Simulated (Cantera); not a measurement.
An adiabatic, constant-volume homogeneous reactor starts with CH4 : O2 : N2 = 1 : 1.54 : 5.78 (molar parts), at 1273 K and 6.61 atm. Integrator tolerance rtol = 1e-08.

Detailed kinetics in Cantera: GRI-Mech 3.0 (53 species, 325 reactions). Above 3000 K some thermodynamic fits are extrapolated.

Problem. What does this change do: pressure from 6.61 atm to 7.01 atm?

Solution. 
```json
[
 {"quantity": "time of steepest temperature rise", "before": "3.23 ms", "after": "3.05 ms"},
 {"quantity": "temperature at 0.400 s", "before": "3014 K", "after": "3018 K"},
 {"quantity": "equilibrium temperature", "before": "3014 K", "after": "3018 K"},
 {"quantity": "x(CH4) at 0.400 s", "before": "5.12e-12 (gas-phase equilibrium 6.02e-12)", "after": "5.65e-12 (gas-phase equilibrium 6.64e-12)"},
 {"quantity": "x(O2) at 0.400 s", "before": "0.00217 (gas-phase equilibrium 0.00217)", "after": "0.00211 (gas-phase equilibrium 0.00211)"},
 {"quantity": "x(CO2) at 0.400 s", "before": "0.0397 (gas-phase equilibrium 0.0397)", "after": "0.0397 (gas-phase equilibrium 0.0397)"},
 {"quantity": "x(C2H6) at 0.400 s", "before": "<1e-12 (gas-phase equilibrium <1e-12)", "after": "<1e-12 (gas-phase equilibrium <1e-12)"},
 {"quantity": "x(H2) at 0.400 s", "before": "0.0424 (gas-phase equilibrium 0.0424)", "after": "0.0423 (gas-phase equilibrium 0.0423)"},
 {"quantity": "x(HCN) at 0.400 s", "before": "1.03e-7 (gas-phase equilibrium 1.03e-7)", "after": "1.09e-7 (gas-phase equilibrium 1.09e-7)"},
 {"quantity": "x(CH2CO) at 0.400 s", "before": "<1e-12 (gas-phase equilibrium <1e-12)", "after": "<1e-12 (gas-phase equilibrium <1e-12)"}
]
```
